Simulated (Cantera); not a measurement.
An isothermal, constant-pressure homogeneous reactor starts with NH3 : N2 = 1 : 0.066 (molar parts), at 1875 K and 0.0533 atm.

Model: the gas-phase N/H chemistry of the illustrative SiF4/NH3 mechanism in the Surface Chemkin manual (1991), integrated in Cantera. Walls and surfaces, which speed up NH3 decomposition in real reactors, are not modelled.

x: mole fraction; the columns are a selection and need not sum to one.

```tsv
t (s)	x NH3	x NH2	x N2H4	x NH	x H2	x N2	x H
0.000500	0.938	0.000124	(withheld)	1.45e-7	6.36e-5	0.0619	1.48e-7
0.00129	0.938	0.000315	(withheld)	8.69e-7	0.000186	0.0619	2.07e-7
0.00335	0.936	0.000677	(withheld)	2.93e-6	0.000794	0.0620	5.75e-7
0.00865	0.933	0.000847	5.31e-8	4.24e-6	0.00365	0.0628	1.70e-6
0.0224	0.922	0.000832	5.13e-8	4.65e-6	0.0117	0.0652	4.30e-6
0.0579	0.896	0.000794	(withheld)	5.34e-6	0.0319	0.0711	1.07e-5
0.150	0.833	0.000728	(withheld)	6.23e-6	0.0809	0.0854	2.60e-5
0.387	0.696	0.000627	(withheld)	6.80e-6	0.187	0.116	6.13e-5
1.00	0.461	0.000470	(withheld)	6.53e-6	0.369	0.170	0.000136
2.59	0.197	0.000265	(withheld)	5.13e-6	0.573	0.229	0.000278
6.70	0.0388	8.70e-5	5.59e-10	2.89e-6	0.695	0.265	0.000563
17.3	0.000916	6.83e-6	3.40e-12	7.63e-7	0.724	0.273	0.00195
44.8	4.73e-5	4.37e-7	<1e-12	6.05e-8	0.724	0.274	0.00241
116	1.31e-5	1.21e-7	<1e-12	1.68e-8	0.724	0.274	0.00242
300	4.57e-6	4.22e-8	<1e-12	5.85e-9	0.724	0.274	0.00242
```

### Question
Complete the blanks.

### Answer

- 0.000500, x N2H4: 1.13e-9
- 0.00129, x N2H4: 7.32e-9
- 0.00335, x N2H4: 3.39e-8
- 0.0579, x N2H4: 4.66e-8
- 0.150, x N2H4: 3.92e-8
- 0.387, x N2H4: 2.91e-8
- 1.00, x N2H4: 1.64e-8
- 2.59, x N2H4: 5.18e-9
